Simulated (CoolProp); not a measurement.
Vapour-liquid equilibrium of n-hexane (1) + m-xylene (2) at 0.0322 MPa; x and y are mole fractions of (1).

Model: multi-fluid Helmholtz-energy mixture model, Thol 2019 and Zhou 2012; pair parameters Bell 2016, in CoolProp.

```
x     bubble temperature, mixture model (°C)  bubble temperature, Raoult's law (°C)  y, mixture model  y, Raoult's law
----  --------------------------------------  -------------------------------------  ----------------  ---------------
0.05                                    91.3                                   91.8             0.318            0.308
0.15                                    75.4                                   78.1             0.664            0.629
0.25                                    64.1                                   68.4             0.816            0.779
0.35                                    56.2                                   61.1             0.887            0.860
0.45                                    50.6                                   55.3             0.925            0.909
0.55                                    46.7                                   50.5             0.947            0.940
0.65                                    43.8                                   46.5             0.961            0.962
0.75                                    41.5                                   43.1             0.973            0.977
0.85                                    39.4                                   40.1             0.983            0.988
0.95                                    37.4                                   37.5             0.994            0.997
```

The largest gap from Raoult's law is -4.9 K in bubble temperature, at x = 0.35. No azeotrope shows between x = 0.05 and 0.95.

The pair parameters rest on a limited set of measurements; away from them the model extrapolates.
